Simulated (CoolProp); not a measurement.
Saturation properties of ethylene.

Computed with CoolProp (reference Helmholtz-energy equation of state, Smukala 2000).

| T (°C) | p (kPa) | vapour density (kg/m³) | liquid cp (kJ/(kg K)) | surface tension (mN/m) |
|---|---|---|---|---|
| -83.25 | … | 5.620 | 2.477 | 12.9 |
| -79.15 | 353.3 | 6.678 | 2.496 | 12.3 |
| -75.05 | 421.0 | 7.882 | … | 11.6 |
| -70.95 | 497.9 | … | 2.543 | 10.9 |
| -66.85 | 584.8 | 10.79 | 2.571 | 10.3 |
| -62.75 | 682.3 | 12.52 | 2.604 | 9.63 |
| -58.65 | … | 14.47 | 2.642 | 9.00 |
| -54.55 | 912.3 | 16.65 | 2.684 | … |
| -50.45 | 1046 | 19.09 | 2.733 | 7.74 |
| -46.35 | 1194 | 21.83 | 2.790 | 7.12 |
| -42.25 | 1357 | 24.88 | 2.855 | 6.51 |
| -38.15 | 1534 | … | 2.931 | 5.91 |
| -33.95 | 1733 | 32.26 | 3.023 | … |

**Question.** Complete the blanks.

**Answer.** 
- -83.25, p (kPa): 294.1
- -75.05, liquid cp (kJ/(kg K)): 2.517
- -70.95, vapour density (kg/m³): 9.247
- -58.65, p (kPa): 791.2
- -54.55, surface tension (mN/m): 8.36
- -38.15, vapour density (kg/m³): 28.31
- -33.95, surface tension (mN/m): 5.30

It boils at -103.8 °C under 1 atm.

Surface tension comes from a separate correlation (Mulero 2012).
